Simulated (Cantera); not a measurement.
A perfectly stirred reactor is fed with CH₃OH : O₂ : N₂ : CO₂ = 1 : 1.07 : 4.03 : 0.9 (molar parts), at 173 Torr; it is adiabatic with a 300 K inlet, and is followed from long to short residence time, starting on the burning branch (τ in s: 0.037, 0.02, 0.011, 0.0057, 0.0031, 0.0017, 0.00089, 0.00048, 0.00026, 0.00014, 7.3e-05, 3.9e-05).

Model: GRI-Mech 3.0 (53 species, 325 reactions), integrated in Cantera. GRI-Mech 3.0 was tuned for natural gas; its chemistry of methanol as a main component is partial and can be far from experiment.

**Question.** What does this change do: CO2 0.9 to 0.58 parts?

**Answer.** 
| quantity | before | after |
|---|---|---|
| blow-out, bracketed by the residence times tried | burning at 1.70 ms, out at 0.890 ms | burning at 0.890 ms, out at 0.480 ms |
| x(CH₃OH) at τ = 37.0 ms | 8.18e-6 | 6.78e-6 |
| x(O₂) at τ = 37.0 ms | 0.00166 | 0.00160 |
| x(CO₂) at τ = 37.0 ms | 0.160 | 0.128 |
| x(H₂O₂) at τ = 37.0 ms | 7.58e-8 | 6.01e-8 |
| x(CH₂) at τ = 37.0 ms | 2.22e-7 | 2.23e-7 |
| x(CH₃OH) at τ = 0.890 ms | 0.143 | 0.000276 |
| x(O₂) at τ = 0.890 ms | 0.153 | 0.0102 |
| x(CO₂) at τ = 0.890 ms | 0.129 | 0.118 |
| x(H₂O₂) at τ = 0.890 ms | <1e-12 | 1.84e-7 |
| x(CH₂) at τ = 0.890 ms | <1e-12 | 6.84e-6 |
